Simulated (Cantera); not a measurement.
Feed: 1 mol Zr, a varied amount of O2, 0.85 mol N2, equilibrated at 1525 K and 0.00200 bar.

Equilibrium computed with Cantera from the NASA thermochemical tables; the gas is ideal and each condensed phase is pure. Candidate condensed phases: Zr, ZrN, ZrO2; 13 gas species. The numbers say what is thermodynamically allowed, not how fast it happens.

Question: At 1.6 mol O2, list the 4 most abundant gas species with their mole fractions, and the condensed phases.

Answer: N2 0.585, O2 0.413, NO 0.00167, O 8.14e-5. Condensed: ZrO2(tetragonal).
